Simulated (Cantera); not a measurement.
Feed: 1 mol PbO, 5.2 mol CO, 0.16 mol H₂, held at 902 °C and 750 Torr.

These are equilibrium values from Cantera (NASA tables, ideal gas, pure condensed phases), not measurements of a reactor. Candidate condensed phases: C, C₆H₆, C₇H₈, C₈H₁₈, H₂O, Pb, PbO, PbO₂, Pb₃O₄; 113 gas species. Equilibrium is a limit: real reactors are often held back by kinetics, nucleation or transport.

Base state: CO 0.790, CO₂ 0.180, H₂ 0.0231, H₂O 0.00673, Pb 0.000435 (mole fractions); condensed: Pb(l).

Question: What changes in the equilibrium state with this change: temperature from 902 °C to 652 °C?

Answer: 
```json
[
 {"species": "CO₂", "before": "0.180", "after": "0.538"},
 {"species": "CO", "before": "0.790", "after": "0.423"},
 {"species": "H₂", "before": "0.0231", "after": "0.0238"},
 {"species": "H₂O", "before": "0.00673", "after": "0.0150"},
 {"species": "Pb", "before": "0.000435", "after": "2.67e-6"},
 {"species": "CH₄", "before": "9.61e-7", "after": "0.000129"},
 {"species": "Pb(l), mol", "before": "0.998", "after": "1.000"},
 {"species": "C(graphite), mol", "before": "0", "after": "1.26"}
]
```

Question: What changes in the equilibrium state with this change: temperature from 902 °C to 1225 °C?

Answer: 
| species | before | after |
|---|---|---|
| CO | 0.790 | 0.775 |
| CO₂ | 0.180 | 0.171 |
| Pb | 0.000435 | 0.0241 |
| H₂O | 0.00673 | 0.0106 |
| H₂ | 0.0231 | 0.0185 |
| Pb(l), mol | 0.998 | 0.867 |
